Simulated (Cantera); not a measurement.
Feed: 1 mol HF, 2 mol O2, 0.01 mol SO2, equilibrated at 1 atm.

Cantera equilibrium calculation (NASA polynomials, part measured and part estimated; ideal gas, pure solids and liquids). Candidate condensed phases: H2O, H2SO4, S; 71 gas species. Ions and electrons are included (thermal ionisation). Rates play no part.

At 2227 °C, list the 6 most abundant gas species with their mole fractions, and the condensed phases.

O2 0.652, HF 0.324, O 0.0116, F 0.00524, SO2 0.00327, OH 0.00229. Condensed: gas only.
